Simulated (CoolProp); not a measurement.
Saturated liquid density (kg/m³) of R1234ze(E): the reference equation beside estimates from Tc = 382.5 K, pc = 36.35 bar, ω = 0.313. Rackett uses Z = 0.29056 − 0.08775 ω.

Model: reference Helmholtz-energy equation of state, Thol 2016, in CoolProp.

| T (K) | reference | Rackett | van der Waals | Redlich-Kwong | Soave-Redlich-Kwong | Peng-Robinson |
|---|---|---|---|---|---|---|
| 243.3 | 1323 | 1347 | 783.1 | ? | 1197 | 1352 |
| 251.1 | ? | ? | 771.1 | 1126 | 1178 | 1332 |
| 258.8 | 1281 | 1303 | 758.8 | 1105 | 1158 | 1310 |
| 266.6 | 1259 | 1280 | ? | 1082 | 1137 | 1287 |
| 274.4 | 1236 | 1256 | 732.5 | 1058 | 1114 | 1262 |
| 282.1 | 1214 | 1232 | 718.7 | 1034 | ? | 1236 |
| 289.9 | 1190 | ? | 704.1 | 1007 | 1065 | 1208 |
| 297.6 | 1165 | 1181 | ? | 980.4 | 1038 | 1178 |
| 305.4 | ? | 1153 | 673.0 | 951.5 | 1010 | 1146 |
| 313.2 | 1111 | 1124 | 656.1 | 921.0 | 978.6 | 1111 |

### Question
Fill in the missing entries.

### Answer

- 243.3, Redlich-Kwong: 1147
- 251.1, reference: 1302
- 251.1, Rackett: 1325
- 266.6, van der Waals: 745.9
- 282.1, Soave-Redlich-Kwong: 1091
- 289.9, Rackett: 1207
- 297.6, van der Waals: 689.1
- 305.4, reference: 1139

Absolute difference from the reference over all 10 rows, mean and median: Rackett 1.5 and 1.6 %, van der Waals 40.8 and 40.8 %, Redlich-Kwong 14.9 and 14.6 %, Soave-Redlich-Kwong 10.3 and 10.0 %, Peng-Robinson 1.6 and 2.0 %.
